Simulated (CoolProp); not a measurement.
Dimethyl carbonate at several states: fugacity coefficient from the reference equation and from simpler models built on Tc = 557.0 K, pc = 4909 kPa, ω = 0.346; each cubic takes its own stable root.

Values from CoolProp's reference Helmholtz-energy equation of state, Zhou 2011.

```csv
T (K),p (kPa),phase,reference,van der Waals,Redlich-Kwong,Soave-Redlich-Kwong,Peng-Robinson
304.4,40.5,liquid,0.2443,0.9902,0.8553,0.2309,0.2441
377.3,377,liquid,0.3992,0.9436,0.8025,0.3971,0.3974
473.8,3000,liquid,0.3999,0.6599,0.5115,0.4125,0.4007
314.3,2430,liquid,0.006996,0.1286,0.02269,0.006729,0.006968
```

At some of these states van der Waals gives the other phase, because its saturation line lies elsewhere.
